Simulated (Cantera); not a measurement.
Catalytic stagnation flow on Pt

A jet of CH₄ : O₂ : N₂ = 0.014 : 0.1 : 0.79 (molar parts) at 300 K and 45.8 Torr hits a platinum plate 2.3 cm away at a mass flux of 0.16 kg/m²/s; the plate temperature is set and raised in steps from an oxygen-covered start.

Detailed kinetics in Cantera: Deutschmann's 1995 Pt surface mechanism with GRI-Mech 3.0 gas chemistry. Catalytic surfaces can have several steady states; this one follows from the mechanism file's or the stated starting coverage.

| plate T (K) | wall x CH₄ | wall x O₂ | wall x H₂O | wall x OH | wall x CO | wall x CO₂ | θ free Pt | θ O* |
|---|---|---|---|---|---|---|---|---|
| 950 | 0.0116 | 0.102 | 0.00715 | 5.46e-8 | 6.41e-6 | 0.00468 | 0.291 | 0.709 |
| 1000 | 0.0101 | 0.0992 | 0.00994 | 1.60e-7 | 7.57e-6 | 0.00653 | 0.362 | 0.638 |
| 1050 | 0.00873 | 0.0963 | 0.0125 | 4.05e-7 | 8.72e-6 | 0.00823 | 0.433 | 0.567 |
| 1100 | 0.00753 | 0.0937 | 0.0147 | 9.22e-7 | 9.97e-6 | 0.00967 | 0.501 | 0.499 |
| 1150 | 0.00655 | 0.0917 | 0.0165 | 1.91e-6 | 1.14e-5 | 0.0108 | 0.566 | 0.433 |
x: mole fraction at the wall; θ: surface coverage.
